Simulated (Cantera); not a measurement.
A closed system holds: 1 mol Ca(OH)2, 0.15 mol H2, 0.23 mol CO2, held at 13300 Pa.

Equilibrium computed with Cantera from the NASA thermochemical tables; the gas is ideal and each condensed phase is pure. Candidate condensed phases: C, C6H6, C7H8, C8H18, Ca, CaCO3, CaO, Ca(OH)2, H2O; 115 gas species. Rates play no part.

### Question
At 1950 °C, list the 6 most abundant gas species with their mole fractions, and the condensed phases.

### Answer
H2O 0.757, CO2 0.114, H2 0.0627, CO 0.0508, OH 0.00766, H 0.00439. Condensed: CaO(s).
